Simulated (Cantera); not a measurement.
Feed: 1 mol Si, a varied amount of HCl, 2.1 mol H2, held at 525 °C and 13300 Pa.

Cantera equilibrium calculation (NASA polynomials, part measured and part estimated; ideal gas, pure solids and liquids). Candidate condensed phases: Si; 19 gas species. The tables' values for SiCl3 are old estimates; treat these amounts as uncertain. Kinetics and transport are ignored.

**Question.** At 1.8 mol HCl, list the 4 most abundant gas species with their mole fractions, and the condensed phases.

**Answer.** H2 0.857, SiCl4 0.103, SiHCl3 0.0362, HCl 0.00216. Condensed: Si(s).
